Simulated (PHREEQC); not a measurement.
## Nickel, zinc or cadmium bath (model solution)

Consider water at 27 °C with 110 mmol/kgw CdCl2, 120 mmol/kgw NaCl and 71 mmol/kgw MnSO4. Closed to the air; pH follows from the charge balance.

Computed with PHREEQC (ion-association model, wateq4f.dat).

```yaml
pH: 5.57
ionic_strength: 0.394 mol/kgw
activity_of_water: 0.991
```

```csv
species,molality,activity,log γ
Cl-,0.211,0.139,-0.181
Na+,0.115,0.0822,-0.146
CdCl+,0.0612,0.0447,-0.137
Mn+2,0.0444,0.0118,-0.574
SO4-2,0.0370,0.00831,-0.648
CdCl2,0.0238,0.0261,0.039
MnSO4,0.0166,0.0182,0.039
Cd+2,0.0118,0.00334,-0.547
MnCl+,0.00965,0.00671,-0.158
CdSO4,0.00739,0.00809,0.039
NaSO4-,0.00492,0.00347,-0.152
CdCl3-,0.00324,0.00236,-0.137
Cd(SO4)2-2,0.00257,0.000729,-0.547
MnCl2,0.000372,0.000408,0.039
```

Precipitation was switched off in this run.
